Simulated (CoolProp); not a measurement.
Vapour-liquid equilibrium of n-hexane (1) + o-xylene (2) at 2.52 kPa; x and y are mole fractions of (1).

Model: multi-fluid Helmholtz-energy mixture model, Thol 2019 and Zhou 2012; pair parameters Bell 2016, in CoolProp.

```csv
x,bubble temperature (°C),y at the bubble point,dew temperature at overall composition x (°C),liquid density (mol/L)
0.05,…,0.590,42.9,8.197
0.2,…,0.899,39.8,8.277
0.35,-0.3,0.954,36.1,8.266
0.5,-5.5,0.975,31.6,8.226
0.65,-9.1,0.986,25.8,8.170
0.8,-11.9,0.993,17.4,…
0.95,-14.5,0.998,0.5,8.036
```

Some entries are withheld; supply them.


- 0.05, bubble temperature (°C): 28.3
- 0.2, bubble temperature (°C): 8.3
- 0.8, liquid density (mol/L): 8.106

No azeotrope shows between x = 0.05 and 0.95.

Pair parameters are fitted to limited data, so mixtures are less certain than the pure fluids.
